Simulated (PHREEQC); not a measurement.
Dissolve 0.055 mol/kgw AlCl3, 9.7e-05 mol/kgw Na2SiF6 and 9.9e-05 mol/kgw BaCl2 at 25 °C. Closed to the air; pH follows from the charge balance.

The numbers come from PHREEQC with the ion-association model, wateq4f.dat.

Precipitation was switched off in this run.

Q: What pH does the model give?

A: pH 3.23.

Q: In which forms is Al present?

A: Al+3 98 %, AlF+2 1.1 %, AlOH+2 0.7 % of the Al.

Species that the database lacks are ignored. SiF6-2 is the database's only silicon fluoride. Fluoro complexes past AlF4- and FeF3 are missing from the database.
